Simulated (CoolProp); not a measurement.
The fluoroketone C6F12O (FK-5-1-12) at several states: fugacity coefficient from the reference equation and from simpler models built on Tc = 441.8 K, pc = 1.869 MPa, ω = 0.471; each cubic takes its own stable root.

Values from CoolProp's reference Helmholtz-energy equation of state, McLinden 2015.

| T (K) | p (MPa) | phase | reference | van der Waals | Redlich-Kwong | Soave-Redlich-Kwong | Peng-Robinson |
|---|---|---|---|---|---|---|---|
| 213.9 | 3.31 | liquid | 7.279e-5 | 0.02084 | 0.001163 | 8.294e-5 | [?] |
| 340.6 | 4.45 | liquid | 0.05194 | 0.1790 | 0.09825 | 0.05417 | [?] |
| 424 | 0.0216 | gas | 0.9953 | 0.9962 | 0.9956 | 0.9954 | 0.9950 |
| 444.3 | 0.0109 | gas | 0.9980 | 0.9983 | 0.9980 | 0.9981 | 0.9978 |
| 291 | 1.79 | liquid | [?] | 0.1657 | 0.05914 | 0.01890 | 0.01890 |
| 248.2 | 1.17 | liquid | 0.002668 | 0.1028 | [?] | 0.002762 | 0.002923 |

Question: Complete the blanks.

Answer: 
- 213.9, Peng-Robinson: 9.210e-5
- 340.6, Peng-Robinson: 0.05147
- 291, reference: 0.01856
- 248.2, Redlich-Kwong: 0.01750
